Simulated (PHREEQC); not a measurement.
Dissolve 3.5 mmol/kgw KOH, 1.6 mmol/kgw K2SO4, 0.083 mmol/kgw H3BO3 and 5.7 mmol/kgw NaCl at 25 °C. Closed to the air; pH follows from the charge balance.

The numbers come from PHREEQC with the ion-association model, wateq4f.dat.

Precipitation was switched off in this run.

Task: Predict the pH.

Result: pH 11.48.

Task: In which forms is S present?

Result: SO4-2 96 %, KSO4- 2.8 %, NaSO4- 1.7 % of the S.

Complexes and solids missing from the database can't appear.
